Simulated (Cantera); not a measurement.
Mixture: CO : H₂ : CH₄ : O₂ : N₂ = 1 : 0.66 : 1 : 4.49 : 22.5 (molar parts), equivalence ratio 0.63, at 8250 Torr, adiabatic and at constant volume. Ignition delay is the time to a rise of 400 K.

Computed with Cantera and GRI-Mech 3.0 (53 species, 325 reactions).

Task: Predict: delay at 1250 K; delay at 1400 K; delay at 1550 K; delay at 1700 K; delay at 1850 K; apparent activation energy between 1775 and 1925 K.

Result: 
| Quantity | Result |
|---|---|
| delay at 1250 K | 0.172 ms |
| delay at 1400 K | 51.1 µs |
| delay at 1550 K | 20.0 µs |
| delay at 1700 K | 9.04 µs |
| delay at 1850 K | 4.58 µs |
| apparent activation energy between 1775 and 1925 K | 120 kJ/mol |
